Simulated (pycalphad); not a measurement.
## Effect of Fe content in Ti-Mn-Si-Fe

All values are pycalphad results on the COST 507 light-alloy database (1999) (1 atm), not direct measurements. The data set is of 1999 and partly superseded. The system is extrapolated from its subsystems; higher-order compounds may be missing. Amounts are mole fractions of atoms. Kinetics are ignored, which matters at the lower temperatures.

**Question.** One of these alloys has its liquidus at 1902 K, its solidus at 1765 K, and holds hcp 0.89, bcc 0.08, SITI3 0.03 at 825 K. Which?
(A) Ti-0.94Mn-1.06Si-0.12Fe (at.%)
(B) Ti-0.94Mn-1.06Si-0.48Fe (at.%)
(C) Ti-0.94Mn-1.06Si-0.06Fe (at.%)

**Answer.** B, Ti-0.94Mn-1.06Si-0.48Fe (at.%). The others: Ti-0.94Mn-1.06Si-0.06Fe (at.%), liquidus 1909, solidus 1782; Ti-0.94Mn-1.06Si-0.12Fe (at.%), liquidus 1908, solidus 1780

Database names, with the compositions (at.%) that they take in these runs: SITI3: Ti 75 Si 25.
